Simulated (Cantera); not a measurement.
A Cantera script and what it prints.

```python
import numpy as np
import cantera as ct

gas_names = """
    C CH CH2 CH3 CH2OH CH3O CH4 CH3OH CO CO2 COOH C2 C2H CHCO,ketyl C2H2,acetylene C2H2,vinylidene
    CH2CO,ketene C2H3,vinyl CH3CO,acetyl C2H4 C2H4O,ethylen CH3CHO,ethanal CH3COOH (HCOOH)2 C2H5 C2H6
    CH3OCH3 C2H5OH C2O C3 C3H3,propargyl C3H4,allene C3H4,propyne C3H4,cyclo- C3H5,allyl C3H6,propylene
    C3H6,cyclo- C3H6O C3H7,n-propyl C3H7,i-propyl C3H8 C3H8O,1propanol C3H8O,2propanol C3O2 C4 C4H2
    C4H4,1,3-cyclo- C4H6,butadiene C4H6,2-butyne C4H6,cyclo- C4H8,1-butene C4H8,cis2-buten
    C4H8,tr2-butene C4H8,isobutene C4H8,cyclo- (CH3COOH)2 C4H9,n-butyl C4H9,i-butyl C4H9,s-butyl
    C4H9,t-butyl C4H10,isobutane C4H10,n-butane C5 C5H6,1,3cyclo- C5H8,cyclo- C5H10,1-pentene
    C5H10,cyclo- C5H11,pentyl C5H11,t-pentyl C5H12,n-pentane C5H12,i-pentane CH3C(CH3)2CH3 C6H2
    C6H5,phenyl C6H5O,phenoxy C6H6 C6H5OH,phenol C6H10,cyclo- C6H12,1-hexene C6H12,cyclo- C6H13,n-hexyl
    C7H7,benzyl C7H8 C7H8O,cresol C7H14,1-heptene C7H15,n-heptyl C7H16,n-heptane C8H8,styrene
    C8H10,ethylbenz C8H16,1-octene C8H17,n-octyl C8H18,isooctane C8H18,n-octane C9H19,n-nonyl
    C10H8,naphthale C10H21,n-decyl C12H9,o-bipheny C12H10,bipheny H HCO HO2 H2 HCHO,formaldehy HCOOH H2O
    H2O2 O OH O2 O3 Si SiC SiC2 SiC4H12 SiH SiH2 SiH3 SiH4 SiO SiO2 Si2 Si2C Si3
""".split()
cond_names = """
    C(gr) C6H6(L) C7H8(L) C8H18(L),n-octa H2O(s) H2O(L) Si(cr) Si(L) SiC(b) SiO2(Lqz) SiO2(hqz) SiO2(L)
""".split()


def load(file, names, dense=False):
    # The tables refer to 1 bar. Condensed volumes are neglected.
    table = {s.name: s for s in ct.Species.list_from_file(file)}
    out = []
    for n in names:
        d = dict(table[n].input_data)
        d["thermo"] = dict(d["thermo"], **{"reference-pressure": 1e5})
        if dense:
            d["equation-of-state"] = {"model": "constant-volume", "density": "1e6 g/cm^3"}
        out.append(ct.Species.from_dict(d))
    return out


gas = ct.Solution(thermo="ideal-gas", species=load("nasa_gas.yaml", gas_names))
cond = {s.name: ct.Solution(thermo="fixed-stoichiometry", species=[s], name=s.name)
        for s in load("nasa_condensed.yaml", cond_names, dense=True)}
atoms = {
    'HMDSO': {'Si': 2, 'C': 6, 'H': 18, 'O': 1},
    'H2O': {'H': 2, 'O': 1},
    'H2': {'H': 2},
    'CO2': {'C': 1, 'O': 2},
}
top_T = {'C(gr)': 4500, 'SiC(b)': 3050}  # K; cautious upper limits of use, not melting points


def equilibrate(T, P, feed):
    n = {}
    for name, mol in feed.items():
        for a, k in atoms[name].items():
            n[a] = n.get(a, 0.0) + k * mol
    gas.TPX = T, P, n
    mass = sum(n.values()) * gas.mean_molecular_weight
    gas.equilibrate("TP")
    valid = [c for c in cond.values() if c.min_temp <= T <= top_T.get(c.name, c.max_temp)]
    mix = ct.Mixture([(gas, mass / gas.mean_molecular_weight)] + [(c, 0.0) for c in valid])
    mix.T, mix.P = T, P
    mix.equilibrate("TP", solver="vcs", rtol=1e-11, max_steps=5000)
    return mix


results = []
feed = {'HMDSO': 1, 'H2O': 7, 'H2': 14, 'CO2': 8.3}  # mol
T = 900  # K
P = 1333.22  # Pa
mix = equilibrate(T, P, feed)
results.append((T, P, feed, dict(zip(mix.species_names, mix.species_moles))))
x = sorted(zip(gas.X, gas.species_names), reverse=True)
print(f"T = {T:g} K  P = {P:g} Pa  gas = {mix.phase_moles(0):.4g} mol")
print("   x: " + "  ".join(f"{s} {v:.3e}" for v, s in x if v > 1e-05))
print("   condensed (mol): " + ("  ".join(f"{mix.phase(i).name} {mix.phase_moles(i):.4g}"
      for i in range(1, mix.n_phases) if mix.phase_moles(i) > 1e-12) or "none"))
```

It prints:

```
T = 900 K  P = 1333.22 Pa  gas = 44.29 mol
   x: H2 6.046e-01  CO 2.530e-01  H2O 7.254e-02  CO2 6.981e-02  CH4 1.038e-04
   condensed (mol): SiO2(hqz) 2
```

Equilibrium computed with Cantera from the NASA thermochemical tables; the gas is ideal and each condensed phase is pure. The feed counts by its element totals alone.
